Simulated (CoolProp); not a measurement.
R11 along the isotherm 385.2 K: density (kg/m³) from the reference equation and from simpler models built on Tc = 471.1 K, pc = 4.408 MPa, ω = 0.189; each cubic takes its own stable root.

Computed with CoolProp (reference Helmholtz-energy equation of state, Jacobsen 1992).

| p (MPa) | phase | reference | van der Waals | Redlich-Kwong |
|---|---|---|---|---|
| 2.94 | liquid | 1251 | 798.7 | 1120 |
| 5.88 | liquid | 1270 | 837.1 | 1156 |
| 8.82 | liquid | 1287 | 864.5 | 1186 |
| 11.8 | liquid | 1302 | 886.2 | 1212 |
| 14.7 | liquid | 1316 | 903.6 | 1233 |
| 17.6 | liquid | 1328 | 918.5 | 1252 |
| 20.6 | liquid | 1340 | 931.9 | 1270 |
| 23.5 | liquid | 1351 | 943.4 | 1286 |
| 26.4 | liquid | 1361 | 953.7 | 1300 |
| 29.4 | liquid | 1371 | 963.3 | 1313 |
| 32.3 | liquid | 1380 | 971.8 | 1325 |
| 35.3 | liquid | 1389 | 979.8 | 1337 |
| 38.2 | liquid | 1397 | 987.0 | 1348 |
| 41.1 | liquid | 1405 | 993.7 | 1358 |
| 44.1 | liquid | 1413 | 1000 | 1367 |
